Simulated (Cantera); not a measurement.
Feed: 1 mol SiF₄, 0.16 mol O₃, 0.13 mol H₂, held at 533 Torr.

Method: chemical equilibrium by Gibbs-energy minimisation in Cantera with the NASA 1993 tables (ideal gas, pure condensed phases). Candidate condensed phases: H₂O, Si, SiO₂; 38 gas species. The tables' values for SiF₃ are old estimates; treat these amounts as uncertain. The tables hold silica as quartz up to 1696 K and as liquid above; real silica turns to tridymite and cristobalite and melts near 1996 K. Kinetics and transport are ignored.

log p: log10 of the partial pressure in bar; n: condensed amount in mol.

```tsv
T (K)	log p SiF₄	log p HF	log p O₂	log p H₂O	log p SiF₃	log p OH	log p O	n SiO₂(α-quartz)	n SiO₂(β-quartz)	n SiO₂(condensed)	n SiO₂(l)
800	-0.28	-1.27	-1.03	-1.37	<-12	-9.33	<-12	0.0251	0	0	0
900	-0.29	-1.14	-1.03	-1.49	<-12	-8.21	-11.79	0	0.0343	0	0
1000	-0.30	-1.05	-1.04	-1.62	<-12	-7.34	-10.32	0	0.0423	0	0
1100	-0.30	-0.99	-1.04	-1.76	-11.04	-6.64	-9.12	0	0.0485	0	0
1200	-0.31	-0.96	-1.04	-1.90	-9.66	-6.06	-8.12	0	0.0530	0	0
1300	-0.31	-0.93	-1.04	-2.03	-8.49	-5.59	-7.27	0	0.0561	0	0
1400	-0.31	-0.92	-1.04	-2.16	-7.50	-5.18	-6.54	0	0.0583	0	0
1500	-0.31	-0.90	-1.04	-2.27	-6.63	-4.83	-5.91	0	0.0599	0	0
1600	-0.31	-0.90	-1.04	___	-5.88	___	___	0	0.0609	0	0
1700	-0.31	-0.89	-1.04	-2.47	-5.22	-4.27	-4.87	0	0	0.0617	0
1800	-0.31	-0.89	-1.04	-2.56	-4.63	-4.03	-4.44	0	0	0.0623	0
1900	-0.31	-0.89	-1.04	___	-4.11	___	___	0	0	0.0627	0
2000	-0.31	-0.88	-1.04	-2.73	-3.64	-3.64	-3.70	0	0	0	0.0630
```

Question: Complete the blanks.

Answer: 
- 1600, log p H₂O: -2.38
- 1600, log p OH: -4.53
- 1600, log p O: -5.36
- 1900, log p H₂O: -2.65
- 1900, log p OH: -3.83
- 1900, log p O: -4.05
